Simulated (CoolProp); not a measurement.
Vapour-liquid equilibrium of benzene (1) + cyclohexane (2) at 383 K; x and y are mole fractions of (1).

Computed with CoolProp (multi-fluid Helmholtz-energy mixture model, Thol 2012 and Zhou 2014; pair parameters Bell 2016).

| x | bubble pressure (MPa) | y at the bubble point | dew pressure at overall composition x (MPa) | liquid density (mol/L) |
|---|---|---|---|---|
| 0.05 | (withheld) | (withheld) | 0.2285 | 8.256 |
| 0.125 | 0.2351 | (withheld) | 0.2332 | 8.361 |
| 0.2 | 0.2397 | 0.237 | 0.2376 | 8.471 |
| 0.275 | 0.2434 | (withheld) | 0.2416 | 8.585 |
| 0.35 | (withheld) | 0.382 | 0.2450 | 8.703 |
| 0.425 | 0.2483 | 0.448 | 0.2477 | 8.827 |
| 0.5 | 0.2496 | 0.512 | 0.2494 | 8.956 |
| 0.575 | 0.2500 | 0.575 | 0.2500 | 9.091 |
| 0.65 | 0.2496 | 0.639 | 0.2495 | 9.231 |
| 0.725 | 0.2483 | 0.704 | 0.2477 | 9.378 |
| 0.8 | 0.2460 | 0.774 | 0.2449 | 9.531 |
| 0.875 | 0.2425 | 0.850 | 0.2412 | 9.691 |
| 0.95 | 0.2376 | 0.935 | 0.2367 | 9.859 |

Question: Complete the blanks.

Answer: 
- 0.05, bubble pressure (MPa): 0.2295
- 0.05, y at the bubble point: 0.066
- 0.125, y at the bubble point: 0.156
- 0.275, y at the bubble point: 0.312
- 0.35, bubble pressure (MPa): 0.2463

y crosses x between x = 0.575 and 0.65: the model has an azeotrope there.

The pair parameters rest on a limited set of measurements; away from them the model extrapolates.
